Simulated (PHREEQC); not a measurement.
Make-up at 25 °C: 0.06 mol HF, 0.0076 mol NH4HF2, 0.054 mol H2SiF6 and 0.02 mol H3PO4 per kg of water. Closed to the air; pH follows from the charge balance.

Equilibrium calculation in PHREEQC: ion-association model, phreeqc.dat.

No solid was allowed to form.

Question: Order these F species by the share of F that they hold, largest first: SiF6-2, HF, F-, HF2-.

Answer: SiF6-2 (81 %), HF (19 %), F- (0.21 %), HF2- (0.12 %)

The pH is 1.08 and the ionic strength 0.165 mol/kgw. SiF6-2 is the database's only silicon fluoride.
